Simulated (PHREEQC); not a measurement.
Make-up at 25 °C: 25 mmol/kgw H2SO4, 68 mmol/kgw ZnSO4 and 22 mmol/kgw NiSO4. Closed to the air; pH follows from the charge balance.

The numbers come from PHREEQC with the ion-association model, wateq4f.dat.

Each row changes one thing in this solution. No solid was allowed to form.

```json
[
 {"case": "as made", "pH": "1.73", "ionic strength (mol/kgw)": "0.211", "SO4-2 (mol/kgw)": "0.0377", "HSO4- (mol/kgw)": "0.0268"},
 {"case": "NiSO4 replaced by Fe2(SO4)3 at the same molality", "pH": "1.77", "ionic strength (mol/kgw)": "0.220", "SO4-2 (mol/kgw)": "0.0401", "HSO4- (mol/kgw)": "___"},
 {"case": "H2SO4 left out", "pH": "5.61", "ionic strength (mol/kgw)": "___", "SO4-2 (mol/kgw)": "0.0372", "HSO4- (mol/kgw)": "3.68e-6"},
 {"case": "H2SO4 from 0.025 to 0.005 mol/kgw", "pH": "2.44", "ionic strength (mol/kgw)": "0.188", "SO4-2 (mol/kgw)": "0.0372", "HSO4- (mol/kgw)": "___"},
 {"case": "NiSO4 left out", "pH": "1.69", "ionic strength (mol/kgw)": "0.169", "SO4-2 (mol/kgw)": "0.0299", "HSO4- (mol/kgw)": "0.0248"},
 {"case": "temperature from 25 to 10 °C", "pH": "___", "ionic strength (mol/kgw)": "0.218", "SO4-2 (mol/kgw)": "0.0398", "HSO4- (mol/kgw)": "0.0238"},
 {"case": "H2SO4 from 0.025 to 0.0225 mol/kgw", "pH": "1.78", "ionic strength (mol/kgw)": "0.208", "SO4-2 (mol/kgw)": "0.0377", "HSO4- (mol/kgw)": "0.0241"},
 {"case": "ZnSO4 left out", "pH": "1.62", "ionic strength (mol/kgw)": "0.0908", "SO4-2 (mol/kgw)": "0.0184", "HSO4- (mol/kgw)": "0.0211"}
]
```

Some entries are withheld; supply them.


- NiSO4 replaced by Fe2(SO4)3 at the same molality, HSO4- (mol/kgw): 0.0257
- H2SO4 left out, ionic strength (mol/kgw): 0.182
- H2SO4 from 0.025 to 0.005 mol/kgw, HSO4- (mol/kgw): 0.00542
- temperature from 25 to 10 °C, pH: 1.68

Some of these states are supersaturated (in Hematite (slow to form), Goethite (slow to form), for instance). Away from 25 °C the constants follow the database's enthalpies or fits; those with neither stay at their 25 °C values.
